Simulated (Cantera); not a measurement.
What does this Cantera script print?

```python
import numpy as np
import cantera as ct

gas_names = """
    CL CL2 H HCL H2 Si SiCL SiCL2 SiCL3 SiCL4 SiH SiHCL3 SiH2 SiH2CL2 SiH3 SiH3CL SiH4 Si2 Si3
""".split()
cond_names = """
    Si(cr) Si(L)
""".split()


# ... load() reads the species with a 1 bar reference pressure and builds the phases ...
atoms = {
    'SiCl4': {'Si': 1, 'CL': 4},
    'HCl': {'H': 1, 'CL': 1},
    'H2': {'H': 2},
}
top_T = {}  # K; cautious upper limits of use, not melting points


# ... equilibrate(T, P, feed) seeds the gas with the atoms and calls Mixture.equilibrate('TP', solver="vcs", rtol=1e-11, max_steps=5000) ...
results = []
feed = {'SiCl4': 1, 'HCl': 1.3, 'H2': 0.53}  # mol
T = 1250  # K
P = 100000  # Pa
mix = equilibrate(T, P, feed)
results.append((T, P, feed, dict(zip(mix.species_names, mix.species_moles))))
print(gas.report(threshold=0.001))
for i in range(1, mix.n_phases):
    print(f"{mix.phase(i).name:16s} {mix.phase_moles(i):12.5e} mol")
```

Result:

```
       temperature   1250 K
          pressure   1e+05 Pa
           density   0.74133 kg/m^3
  mean mol. weight   77.047 kg/kmol
   phase of matter   gas

                          1 kg             1 kmol
                     ---------------   ---------------
          enthalpy       -2.8834e+06       -2.2216e+08  J
   internal energy       -3.0183e+06       -2.3255e+08  J
           entropy            4091.7        3.1525e+05  J/K
    Gibbs function        -7.998e+06       -6.1622e+08  J
 heat capacity c_p            760.07             58561  J/K
 heat capacity c_v            652.15             50247  J/K

                      mass frac. Y      mole frac. X     chem. pot. / RT
                     ---------------   ---------------   ---------------
               HCL           0.22065            0.4663           -34.518
                H2         0.0047318           0.18084           -19.798
             SiCL3         0.0044069         0.0025257           -88.045
             SiCL4           0.76165           0.34543           -112.66
            SiHCL3         0.0083795         0.0047667           -97.944
     [  +14 minor]        0.00018179        0.00014181

Si(cr)            0.00000e+00 mol
```

Cantera equilibrium calculation (NASA polynomials, part measured and part estimated; ideal gas, pure solids and liquids). The tables' values for SiCl3 are old estimates; treat these amounts as uncertain.
